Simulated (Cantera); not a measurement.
A closed system holds: 1 mol SiCl₄, 0.21 mol Cl₂, 56 mol N₂, 0.57 mol HCl, at 1100 K and 1 atm.

Equilibrium computed with Cantera from the NASA thermochemical tables; the gas is ideal and each condensed phase is pure. Candidate condensed phases: NH₄Cl, Si, Si₃N₄; 28 gas species. The numbers say what is thermodynamically allowed, not how fast it happens.

Base state: N₂ 0.969, SiCl₄ 0.0173, HCl 0.00986, Cl₂ 0.00359, Cl 9.02e-5 (mole fractions); condensed: gas only.

What changes in the equilibrium state with this change: pressure from 1 atm to 2.40 Torr?


```tsv
species	before	after
N₂	0.969	0.968
SiCl₄	0.0173	0.0173
HCl	0.00986	0.00986
Cl	9.02e-5	0.00144
Cl₂	0.00359	0.00291
```
